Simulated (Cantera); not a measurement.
# Adiabatic ignition

An adiabatic, constant-volume homogeneous reactor starts with 10.5 % CH3OH, 18.8 % O2, 70.6 % N2, equivalence ratio 0.84, at 1198 K and 101000 Pa.

Model: GRI-Mech 3.0 (53 species, 325 reactions), integrated in Cantera. GRI-Mech 3.0 was tuned for natural gas; its chemistry of methanol as a main component is partial and can be far from experiment.

| t (s) | T (K) | P (bar) | x CH3OH | x O2 | x HCN | x CH2 | x HO2 | x H2O |
|---|---|---|---|---|---|---|---|---|
| 1.00e-6 | 1198 | 1.01 | 0.105 | 0.188 | <1e-12 | 6.68e-11 | 3.24e-9 | 4.86e-9 |
| 2.15e-6 | 1198 | 1.01 | 0.105 | 0.188 | <1e-12 | 6.68e-11 | 9.29e-9 | 1.12e-8 |
| 4.64e-6 | 1198 | 1.01 | 0.105 | 0.188 | <1e-12 | 6.68e-11 | 2.30e-8 | 2.48e-8 |
| 1.00e-5 | 1198 | 1.01 | 0.105 | 0.188 | <1e-12 | 6.68e-11 | 5.38e-8 | 5.43e-8 |
| 2.15e-5 | 1198 | 1.01 | 0.105 | 0.188 | <1e-12 | 6.68e-11 | 1.24e-7 | 1.18e-7 |
| 4.64e-5 | 1198 | 1.01 | 0.105 | 0.188 | <1e-12 | 6.68e-11 | 2.89e-7 | 2.56e-7 |
| 0.000100 | 1198 | 1.01 | 0.105 | 0.188 | <1e-12 | 6.68e-11 | 6.72e-7 | 5.56e-7 |
| 0.000215 | 1198 | 1.01 | 0.105 | 0.188 | <1e-12 | 6.68e-11 | 1.52e-6 | 1.21e-6 |
| 0.000464 | 1198 | 1.01 | 0.105 | 0.188 | <1e-12 | 6.68e-11 | 3.34e-6 | 2.65e-6 |
| 0.00100 | 1198 | 1.01 | 0.105 | 0.188 | <1e-12 | 6.68e-11 | 7.08e-6 | 6.32e-6 |
| 0.00215 | 1198 | 1.01 | 0.105 | 0.188 | <1e-12 | 6.69e-11 | 1.47e-5 | 2.04e-5 |
| 0.00464 | 1198 | 1.01 | 0.105 | 0.188 | <1e-12 | 6.74e-11 | 3.49e-5 | 0.000124 |
| 0.0100 | 2753 | 2.53 | <1e-12 | 0.0399 | 1.88e-10 | <1e-12 | 1.24e-5 | 0.171 |
| 0.0215 | 2742 | 2.52 | <1e-12 | 0.0346 | 6.94e-10 | <1e-12 | 1.09e-5 | 0.172 |
| 0.0464 | 2742 | 2.52 | <1e-12 | 0.0346 | 6.94e-10 | <1e-12 | 1.09e-5 | 0.172 |
| 0.100 | 2742 | 2.52 | <1e-12 | 0.0346 | 6.94e-10 | <1e-12 | 1.09e-5 | 0.172 |
x: mole fraction; the columns are a selection and need not sum to one.

| Quantity | Result |
|---|---|
| time of steepest temperature rise | 9.90 ms |
| temperature at 0.100 s | 2742 K |
| equilibrium temperature | 2742 K |
| x(CH3OH) at 0.100 s | <1e-12 (gas-phase equilibrium <1e-12) |
| x(O2) at 0.100 s | 0.0346 (gas-phase equilibrium 0.0346) |
| x(HCN) at 0.100 s | 6.94e-10 (gas-phase equilibrium 6.94e-10) |
